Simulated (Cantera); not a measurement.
## Thermodynamics of silicon etching in halogen gases, feed Si + HCl + N2

Feed: 1 mol Si, 7.2 mol HCl, 1.2 mol N2, at 0.133 bar.

These are equilibrium values from Cantera (NASA tables, ideal gas, pure condensed phases), not measurements of a reactor. Candidate condensed phases: NH4Cl, Si, Si3N4; 28 gas species. N2 is the only nitrogen source here; it is nearly inert below about 1500 K, so the nitride shown seldom forms there in practice. The tables' values for SiCl3 are old estimates; treat these amounts as uncertain. Kinetics and transport are ignored.

From 950 K to 1225 K nothing is condensed. From 1250 K to 1275 K the condensed part is Si3N4(s). The main Si-bearing gas is SiCl4 throughout.

| T (K) | log p HCl | log p H2 | log p N2 | log p SiCl4 | log p SiCl3 | n Si3N4(s) |
|---|---|---|---|---|---|---|
| 950 | -1.24 | -1.44 | -1.67 | -1.75 | -5.62 | 0 |
| 975 | -1.24 | -1.44 | -1.67 | -1.75 | -5.37 | 0 |
| 1000 | -1.24 | -1.44 | -1.67 | -1.75 | -5.14 | 0 |
| 1025 | -1.24 | -1.44 | -1.67 | -1.75 | -4.92 | 0 |
| 1050 | -1.24 | -1.44 | -1.67 | -1.75 | -4.71 | 0 |
| 1075 | -1.24 | -1.45 | -1.67 | -1.75 | -4.51 | 0 |
| 1100 | -1.24 | -1.45 | -1.67 | -1.75 | -4.32 | 0 |
| 1125 | -1.24 | -1.45 | -1.67 | -1.75 | -4.14 | 0 |
| 1150 | -1.24 | -1.45 | -1.67 | -1.75 | -3.96 | 0 |
| 1175 | -1.24 | -1.45 | -1.67 | -1.76 | -3.80 | 0 |
| 1200 | -1.24 | -1.45 | -1.67 | -1.76 | -3.64 | 0 |
| 1225 | -1.23 | -1.45 | -1.67 | -1.76 | -3.50 | 0 |
| 1250 | -1.23 | -1.45 | -1.67 | -1.77 | -3.36 | 0.000966 |
| 1275 | -1.23 | -1.46 | -1.67 | -1.78 | -3.23 | 0.00161 |
log p: log10 of the partial pressure in bar; n: condensed amount in mol.
